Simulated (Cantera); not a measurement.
Input: 1 mol AlCl₃, 13 mol N₂O, a varied amount of H₂, equilibrated at 1525 K and 0.0100 bar.

These are equilibrium values from Cantera (NASA tables, ideal gas, pure condensed phases), not measurements of a reactor. Candidate condensed phases: Al, AlCl₃, AlN, Al₂O₃, H₂O, NH₄Cl; 45 gas species. The numbers say what is thermodynamically allowed, not how fast it happens.

x: gas mole fraction; n: condensed amount in mol.

| n(H₂) (mol) | x H₂ | x N₂ | x H₂O | x HCl | x H | x Cl | x OH | n Al₂O₃(s) |
|---|---|---|---|---|---|---|---|---|
| 36 | 0.455 | 0.257 | 0.228 | 0.0594 | 0.000160 | 1.67e-5 | [?] | 0.500 |
| 70 | 0.674 | 0.154 | 0.136 | 0.0355 | 0.000194 | 8.20e-6 | [?] | 0.500 |
| 100 | 0.760 | 0.114 | 0.100 | 0.0262 | 0.000206 | 5.70e-6 | [?] | 0.500 |
| 140 | 0.822 | 0.0841 | 0.0744 | 0.0194 | 0.000214 | 4.06e-6 | [?] | 0.500 |
| 170 | 0.851 | 0.0705 | 0.0623 | 0.0163 | 0.000218 | 3.34e-6 | [?] | 0.500 |
| 210 | 0.877 | 0.0579 | 0.0512 | 0.0134 | 0.000222 | 2.71e-6 | [?] | 0.500 |
| 240 | 0.892 | 0.0511 | 0.0452 | 0.0118 | 0.000223 | 2.37e-6 | [?] | 0.500 |

Question: Some entries are withheld; supply them.

Answer: 
- 36, x OH: 2.48e-6
- 70, x OH: 1.22e-6
- 100, x OH: 8.46e-7
- 140, x OH: 6.03e-7
- 170, x OH: 4.96e-7
- 210, x OH: 4.01e-7
- 240, x OH: 3.51e-7
